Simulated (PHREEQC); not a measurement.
A solution holds 0.26 mol K2CO3, 0.019 mol CO2 and 0.0098 mol HF per kg of water, at 15 °C. Closed to the air; pH follows from the charge balance.

Equilibrium calculation in PHREEQC: ion-association model, phreeqc.dat.

**Question.** The ionic strength comes out as 0.751 mol/kgw. What activity coefficients do CO3-2, OH-, K+, F-, HCO3- get?

**Answer.** CO3-2 0.21, OH- 0.61, K+ 0.62, F- 0.61, HCO3- 0.67.

This is a speciation only: nothing precipitates in the calculation. Caution: at this ionic strength the ion-association model is outside its range; a Pitzer model would be the better tool where its parameters exist.
